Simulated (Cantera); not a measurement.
Cantera with NASA thermochemical tables; ideal gases at 1 bar, condensed phases pure. Values are per mole of reaction as written; species without (g) are pure solids or liquids, kept so even where they would boil at 1 bar.

Q: Between 350 and 950 K, where is each reaction favourable under standard conditions?
- 2 K + S + 2 O2(g) → K2SO4
- S + 2 O2(g) + 2 K(g) → K2SO4

A: 
- 2 K + S + 2 O2(g) → K2SO4: ΔG° is -1299 kJ at 350 K and -1051 kJ at 950 K; it stays negative (K > 1). ΔH° is -1427 kJ and ΔS° -395 J/K at 950 K.
- S + 2 O2(g) + 2 K(g) → K2SO4: ΔG° is -1410 kJ at 350 K and -1065 kJ at 950 K; it stays negative (K > 1). ΔH° is -1587 kJ and ΔS° -550 J/K at 950 K.
